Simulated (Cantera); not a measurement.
A freely propagating, adiabatic, planar premixed flame of H2 : O2 : N2 : H2O = 1 : 0.455 : 1.71 : 0.0037 (molar parts), equivalence ratio 1.1, unburnt at 500 K and 13300 Pa; mixture-averaged transport, grid criteria slope 0.08 and curve 0.16, no radiation.

Detailed kinetics in Cantera: the H2/O2 subset of GRI-Mech 3.0, which has no nitrogen chemistry. Burning velocities carry a grid error of a few per cent, more on coarse grids.

x: mole fraction of selected species; z is measured from the peak of heat release.

| z (mm) | T (K) | u (m/s) | x H2 | x O2 | x OH | x H2O | x H | x HO2 |
|---|---|---|---|---|---|---|---|---|
| -18.3 | 500 | 4.54 | 0.316 | 0.144 | <1e-8 | 0.00117 | <1e-8 | <1e-8 |
| -12.2 | 500 | 4.54 | 0.316 | 0.144 | <1e-8 | 0.00117 | <1e-8 | <1e-8 |
| -9.14 | 500 | 4.54 | 0.316 | 0.144 | <1e-8 | 0.00117 | <1e-8 | <1e-8 |
| -6.10 | 500 | 4.54 | 0.316 | 0.144 | <1e-8 | 0.00117 | <1e-8 | 5.41e-8 |
| -3.05 | 505 | 4.58 | 0.315 | 0.144 | 2.07e-5 | 0.00141 | 0.000109 | 6.49e-5 |
| -1.52 | ___ | 5.86 | 0.291 | 0.140 | ___ | ___ | ___ | ___ |
| 0 | 1091 | 9.44 | 0.152 | 0.0912 | 0.00289 | 0.117 | 0.0661 | 1.52e-5 |
| 1.52 | 1370 | 11.7 | 0.0596 | 0.0332 | 0.00762 | 0.220 | 0.0936 | 4.97e-6 |
| 3.05 | 1485 | 12.6 | 0.0555 | 0.0268 | 0.00984 | 0.232 | 0.0856 | 3.50e-6 |
| 6.10 | 1620 | 13.6 | 0.0579 | 0.0238 | 0.0123 | 0.239 | 0.0720 | 2.64e-6 |
| 12.2 | 1772 | 14.7 | 0.0595 | 0.0206 | 0.0147 | 0.248 | 0.0571 | 1.93e-6 |
| 24.4 | 1931 | 15.9 | 0.0590 | 0.0171 | 0.0165 | 0.260 | 0.0428 | 1.39e-6 |
| 48.8 | ___ | 16.9 | 0.0565 | ___ | 0.0170 | 0.273 | ___ | ___ |

**Question.** Complete the blanks.

**Answer.** 
- -1.52, T (K): 656
- -1.52, x OH: 0.000411
- -1.52, x H2O: 0.0137
- -1.52, x H: 0.00749
- -1.52, x HO2: 4.47e-5
- 48.8, T (K): 2087
- 48.8, x O2: 0.0135
- 48.8, x H: 0.0303
- 48.8, x HO2: 1.01e-6
